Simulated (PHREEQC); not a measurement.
A PHREEQC input (ion-association model, wateq4f.dat):

```
SOLUTION 1
  temp 20
  units mg/kgw
  pH 12.5
  pe 11.2
  Na 0.0625
  K 0.000224
  Ca 0.0866
  Mg 0.0752
  Cl 0.0738
  S(6) 0.0792 as SO4
  Alkalinity 0.54 as HCO3
  Li 0.000153
  Ba 0.0445
END
USE solution 1
EQUILIBRIUM_PHASES 1
  Gypsum 0 0
  CO2(g) -2.5 10
END
```

It stops with these messages:

```
WARNING: Maximum iterations exceeded, 100
WARNING: Maximum iterations exceeded, 100
WARNING: The program has failed to converge to a numerical solution.
ERROR:           Alkalinity has not converged. Total: 8.849688e-06	Calculated: 4.687855e-05	Residual: -3.802886e-05
ERROR: Is non-carbonate alkalinity greater than total alkalinity?
ERROR:                   Ba has not converged. Total: 3.240134e-07	Calculated: 1.785061e-07	Residual: 1.455073e-07
ERROR:                   Ca has not converged. Total: 2.160679e-06	Calculated: 9.694453e-07	Residual: 1.191233e-06
ERROR:                   Cl has not converged. Total: 2.081629e-06	Calculated: 2.050216e-06	Residual: 3.141343e-08
ERROR:                    K has not converged. Total: 5.728607e-09	Calculated: 5.642170e-09	Residual: 8.643706e-11
ERROR:                   Li has not converged. Total: 2.204929e-08	Calculated: 2.175520e-08	Residual: 2.940846e-10
ERROR:                   Mg has not converged. Total: 3.093123e-06	Calculated: 3.388196e-07	Residual: 2.754303e-06
ERROR:                   Na has not converged. Total: 2.718597e-06	Calculated: 2.680491e-06	Residual: 3.810606e-08
ERROR:                 S(6) has not converged. Total: 8.244504e-07	Calculated: 4.820429e-07	Residual: 3.424075e-07
ERROR:                   Mu Ionic strength has not converged. 	Residual: 8.901329e-05
ERROR:               A(H2O) Activity of water has not converged. 	Residual: -1.415453e-01
ERROR: Model failed to converge for initial solution  1.
```

**Question.** Why does the run stop?

**Answer.** The fault: pH typed as 12.5 with the alkalinity kept. The line should read `pH 6.83` where the input has `pH 12.5`. With the mend the run ends at pH 5.40 and ionic strength 2.37e-5 mol/kgw.
